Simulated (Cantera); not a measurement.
Input: 1 mol C2H2, 0.039 mol CO2, 34 mol H2, 0.77 mol H2O, equilibrated at 0.100 bar.

Equilibrium computed with Cantera from the NASA thermochemical tables; the gas is ideal and each condensed phase is pure. Candidate condensed phases: C, C6H6, C7H8, C8H18, H2O; 110 gas species. The numbers say what is thermodynamically allowed, not how fast it happens.

Q: What share of the C ends up in condensed phases as a function of T (°C), at 1775, 1850, 1925, 2000, 2075, 2150, 2225?

A: 
```json
[
 {"T (°C)": "1775", "C condensed (%)": "54.7", "as": "C(graphite)"},
 {"T (°C)": "1850", "C condensed (%)": "52.6", "as": "C(graphite)"},
 {"T (°C)": "1925", "C condensed (%)": "49.5", "as": "C(graphite)"},
 {"T (°C)": "2000", "C condensed (%)": "45.3", "as": "C(graphite)"},
 {"T (°C)": "2075", "C condensed (%)": "39.5", "as": "C(graphite)"},
 {"T (°C)": "2150", "C condensed (%)": "31.9", "as": "C(graphite)"},
 {"T (°C)": "2225", "C condensed (%)": "22.0", "as": "C(graphite)"}
]
```
